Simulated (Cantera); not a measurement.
# Diamond growth

A diamond (100) surface in a fixed gas of H2 with x(CH4) = 0.0074, x(H) = 0.0012, at 1375 K, 143 Torr; coverages are run to steady state.

Detailed kinetics in Cantera: the Harris–Goodwin 1993 mechanism for the reconstructed diamond (100) surface.

```json
[
 {"x(CH3)": "1e-06", "growth (µm/h)": "0.0246", "θ c6HH": "0.400", "θ c6H*": "0.0539", "θ c6*H": "0.511", "θ c6**": "0.0351", "θ c6HM": "1.81e-6"},
 {"x(CH3)": "2.3e-06", "growth (µm/h)": "0.0566", "θ c6HH": "0.400", "θ c6H*": "0.0539", "θ c6*H": "0.511", "θ c6**": "0.0351", "θ c6HM": "4.15e-6"},
 {"x(CH3)": "5.1e-06", "growth (µm/h)": "0.126", "θ c6HH": "0.400", "θ c6H*": "0.0539", "θ c6*H": "0.511", "θ c6**": "0.0351", "θ c6HM": "9.21e-6"},
 {"x(CH3)": "1.1e-05", "growth (µm/h)": "0.271", "θ c6HH": "0.400", "θ c6H*": "0.0539", "θ c6*H": "0.511", "θ c6**": "0.0351", "θ c6HM": "1.98e-5"},
 {"x(CH3)": "2.6e-05", "growth (µm/h)": "0.639", "θ c6HH": "0.400", "θ c6H*": "0.0539", "θ c6*H": "0.511", "θ c6**": "0.0350", "θ c6HM": "4.69e-5"},
 {"x(CH3)": "5.8e-05", "growth (µm/h)": "1.42", "θ c6HH": "0.400", "θ c6H*": "0.0539", "θ c6*H": "0.511", "θ c6**": "0.0349", "θ c6HM": "0.000104"},
 {"x(CH3)": "0.00013", "growth (µm/h)": "3.16", "θ c6HH": "0.399", "θ c6H*": "0.0538", "θ c6*H": "0.511", "θ c6**": "0.0346", "θ c6HM": "0.000234"},
 {"x(CH3)": "0.00029", "growth (µm/h)": "6.94", "θ c6HH": "0.399", "θ c6H*": "0.0537", "θ c6*H": "0.510", "θ c6**": "0.0340", "θ c6HM": "0.000518"},
 {"x(CH3)": "0.00066", "growth (µm/h)": "15.2", "θ c6HH": "0.398", "θ c6H*": "0.0536", "θ c6*H": "0.508", "θ c6**": "0.0327", "θ c6HM": "0.00116"}
]
```
θ: site fractions in the mechanism's names (c6HH fully hydrogenated, c6H* and c6*H radical sites, c6** diradical, c6HM methylated).
